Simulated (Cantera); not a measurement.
Input: 1 mol MgO, 0.86 mol H2, at 13.3 mbar.

Equilibrium computed with Cantera from the NASA thermochemical tables; the gas is ideal and each condensed phase is pure. Candidate condensed phases: H2O, Mg, MgO, Mg(OH)2; 15 gas species. The tables' values for MgH are old estimates; treat these amounts as uncertain. Kinetics and transport are ignored.

x: gas mole fraction; n: condensed amount in mol.

```json
[
 {"T (°C)": "1752", "x H2": "0.907", "x Mg": "0.0384", "x H2O": "0.0384", "x H": "0.0159", "x O": "8.92e-7", "x OH": "7.02e-5", "x O2": "1.62e-8", "x MgO": "2.52e-6", "n MgO(s)": "0.965"},
 {"T (°C)": "1852", "x H2": "0.828", "x Mg": "0.0712", "x H2O": "0.0710", "x H": "0.0286", "x O": "7.46e-6", "x OH": "0.000304", "x O2": "2.72e-7", "x MgO": "1.56e-5", "n MgO(s)": "0.933"},
 {"T (°C)": "1952", "x H2": "0.710", "x Mg": "0.121", "x H2O": "0.120", "x H": "0.0473", "x O": "5.32e-5", "x OH": "0.00115", "x O2": "3.77e-6", "x MgO": "8.21e-5", "n MgO(s)": "0.877"},
 {"T (°C)": "2052", "x H2": "0.555", "x Mg": "0.186", "x H2O": "0.181", "x H": "0.0710", "x O": "0.000336", "x OH": "0.00387", "x O2": "4.58e-5", "x MgO": "0.000373", "n MgO(s)": "0.791"},
 {"T (°C)": "2152", "x H2": "0.382", "x Mg": "0.258", "x H2O": "0.244", "x H": "0.0958", "x O": "0.00194", "x OH": "0.0116", "x O2": "0.000511", "x MgO": "0.00149", "n MgO(s)": "0.667"},
 {"T (°C)": "2252", "x H2": "(withheld)", "x Mg": "(withheld)", "x H2O": "(withheld)", "x H": "0.114", "x O": "(withheld)", "x OH": "(withheld)", "x O2": "(withheld)", "x MgO": "(withheld)", "n MgO(s)": "(withheld)"},
 {"T (°C)": "2352", "x H2": "0.0891", "x Mg": "0.410", "x H2O": "(withheld)", "x H": "0.110", "x O": "(withheld)", "x OH": "(withheld)", "x O2": "(withheld)", "x MgO": "(withheld)", "n MgO(s)": "(withheld)"},
 {"T (°C)": "2452", "x H2": "0.0902", "x Mg": "0.388", "x H2O": "0.144", "x H": "0.162", "x O": "0.0775", "x OH": "0.0678", "x O2": "0.0498", "x MgO": "0.0150", "n MgO(s)": "0"}
]
```

Question: Fill in the missing entries.

Answer: 
- 2252, x H2: 0.221
- 2252, x Mg: 0.329
- 2252, x H2O: 0.277
- 2252, x O: 0.0103
- 2252, x OH: 0.0305
- 2252, x O2: 0.00531
- 2252, x MgO: 0.00532
- 2252, n MgO(s): 0.489
- 2352, x H2O: 0.209
- 2352, x O: 0.0484
- 2352, x OH: 0.0610
- 2352, x O2: 0.0461
- 2352, x MgO: 0.0172
- 2352, n MgO(s): 0.0312
